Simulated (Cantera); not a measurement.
Feed: 1 mol B2O3, 29 mol H2, a varied amount of N2, held at 1.00 Torr.

Equilibrium computed with Cantera from the NASA thermochemical tables; the gas is ideal and each condensed phase is pure. Candidate condensed phases: B, BN, B2O3, B3O3H3, H2O; 39 gas species. N2 is the only nitrogen source here; it is nearly inert below about 1500 K, so the nitride shown seldom forms there in practice. Mutual solubility and eutectic melting of coexisting phases are not modelled. The numbers say what is thermodynamically allowed, not how fast it happens.

Stable condensed phases, one row left out:

```
T in K \ n(N2) in mol
          15  21  31  45  66  96 140
   1923    A   A   A   A   A   A   A
   1873    A   A   A   A   A   A   A
   1823    A   A   A   A   A   A   A
   1773    A   A   A   A   A   A   A
   1723    A   A   A   A   A   A   A
   1673    A   A   A   A   A   A   A
   1623    A   A   A   A   A   A   A
   1573    A   A   A   A   A   A   A
   1473    B   B   C   C   C   C   C
   1423    B   B   B   B   B   B   C
   1373    B   B   B   B   B   B   B
   1323    B   B   B   B   B   B   B
   1273    B   B   B   B   B   B   B
```

A: gas only; B: BN + B2O3; C: BN.

**Question.** Give the row for 1523 K.

**Answer.** 15: gas only; 21: gas only; 31: gas only; 45: gas only; 66: gas only; 96: gas only; 140: gas only.
